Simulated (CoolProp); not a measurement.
Saturated liquid density (kg/m³) of C3F8 (R218): the reference equation beside estimates from Tc = 345.0 K, pc = 2.640 MPa, ω = 0.317. Rackett uses Z = 0.29056 − 0.08775 ω.

Computed with CoolProp (reference Helmholtz-energy equation of state, Lemmon 2006). It is a short technical equation, of lower accuracy than the large ones.

```json
[
 {"T (K)": "235.4", "reference": "1615", "Rackett": "1726", "van der Waals": "1003", "Redlich-Kwong": "1459"},
 {"T (K)": "239.7", "reference": "(withheld)", "Rackett": "1707", "van der Waals": "992.2", "Redlich-Kwong": "(withheld)"},
 {"T (K)": "244", "reference": "1581", "Rackett": "(withheld)", "van der Waals": "981.5", "Redlich-Kwong": "1421"},
 {"T (K)": "248.3", "reference": "1564", "Rackett": "1668", "van der Waals": "970.5", "Redlich-Kwong": "1401"},
 {"T (K)": "252.6", "reference": "1546", "Rackett": "1648", "van der Waals": "959.2", "Redlich-Kwong": "1381"},
 {"T (K)": "256.9", "reference": "1528", "Rackett": "1628", "van der Waals": "947.6", "Redlich-Kwong": "1360"},
 {"T (K)": "261.2", "reference": "1509", "Rackett": "1607", "van der Waals": "935.7", "Redlich-Kwong": "1339"},
 {"T (K)": "265.5", "reference": "1490", "Rackett": "1586", "van der Waals": "923.4", "Redlich-Kwong": "1317"},
 {"T (K)": "269.8", "reference": "1470", "Rackett": "1564", "van der Waals": "910.8", "Redlich-Kwong": "1294"},
 {"T (K)": "274.1", "reference": "1450", "Rackett": "1542", "van der Waals": "897.8", "Redlich-Kwong": "1271"},
 {"T (K)": "278.4", "reference": "1429", "Rackett": "1519", "van der Waals": "884.3", "Redlich-Kwong": "1247"}
]
```

Question: What belongs in the gaps?

Answer: 
- 239.7, reference: 1598
- 239.7, Redlich-Kwong: 1440
- 244, Rackett: 1688

Absolute difference from the reference over all 11 rows, mean and median: Rackett 6.6 and 6.5 %, van der Waals 38.0 and 38.0 %, Redlich-Kwong 11.1 and 11.0 %.
